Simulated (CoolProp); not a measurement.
Isopentane along the isobar 4450 kPa: density (kg/m³) from the reference equation and from simpler models built on Tc = 187.2 °C, pc = 3378 kPa, ω = 0.227; each cubic takes its own stable root.

Computed with CoolProp (reference Helmholtz-energy equation of state, Lemmon 2006). It is a short technical equation, of lower accuracy than the large ones.

```json
[
 {"T (°C)": "96.45", "phase": "liquid", "reference": "544.6"},
 {"T (°C)": "105.05", "phase": "liquid", "reference": "533.9"},
 {"T (°C)": "113.65", "phase": "liquid", "reference": "522.8"},
 {"T (°C)": "122.25", "phase": "liquid", "reference": "511.0"},
 {"T (°C)": "130.85", "phase": "liquid", "reference": "498.6"},
 {"T (°C)": "139.45", "phase": "liquid", "reference": "485.3"},
 {"T (°C)": "148.05", "phase": "liquid", "reference": "470.9"},
 {"T (°C)": "156.65", "phase": "liquid", "reference": "455.2"},
 {"T (°C)": "165.25", "phase": "liquid", "reference": "437.6"},
 {"T (°C)": "173.85", "phase": "liquid", "reference": "417.5"},
 {"T (°C)": "182.45", "phase": "liquid", "reference": "393.5"},
 {"T (°C)": "191.05", "phase": "supercritical", "reference": "362.3"},
 {"T (°C)": "199.65", "phase": "supercritical", "reference": "313.5"},
 {"T (°C)": "208.25", "phase": "supercritical", "reference": "225.5"}
]
```

Problem. How far does each simpler model (van der Waals, Redlich-Kwong, Soave-Redlich-Kwong, Peng-Robinson) lie from the reference over these 14 states: mean and median of the absolute difference, and the worst?

Solution. 
- van der Waals: mean 31.2 %, median 34.5 %, worst -35.9 % at 96.45 °C and 4450 kPa
- Redlich-Kwong: mean 13.1 %, median 13.6 %, worst -17.2 % at 191.05 °C and 4450 kPa
- Soave-Redlich-Kwong: mean 12.2 %, median 11.6 %, worst -19.0 % at 199.65 °C and 4450 kPa
- Peng-Robinson: mean 4.2 %, median 3.4 %, worst -12.0 % at 199.65 °C and 4450 kPa
